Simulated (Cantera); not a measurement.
Input: 1 mol FeS₂, 0.22 mol O₂, 0.57 mol H₂O, equilibrated at 1098 K and 82.5 Torr.

Equilibrium computed with Cantera from the NASA thermochemical tables; the gas is ideal and each condensed phase is pure. FeS: taken at fixed stoichiometry. Gases not in the tables: S₃ to S₇. Kinetics and transport are ignored.

```json
[
 {"species": "H₂O", "before": "0.420", "after": "0.402"},
 {"species": "SO₂", "before": "0.222", "after": "0.385"},
 {"species": "S₂", "before": "0.282", "after": "0.171"},
 {"species": "H₂S", "before": "0.0635", "after": "0.0318"},
 {"species": "SH", "before": "8.09e-5", "after": "5.05e-5"},
 {"species": "H₂", "before": "0.00698", "after": "0.00448"},
 {"species": "SO", "before": "0.000145", "after": "0.000168"},
 {"species": "S₂O", "before": "0.00586", "after": "0.00531"},
 {"species": "FeS(s), mol", "before": "1.00", "after": "1.00"}
]
```
Gas species are given as mole fractions.

Q: Which change was made?
A. temperature from 1098 K to 1650 K
B. temperature from 1098 K to 925 K
C. O₂ from 0.22 to 0.48 mol
D. temperature from 1098 K to 1275 K

A: C, O₂ from 0.22 to 0.48 mol
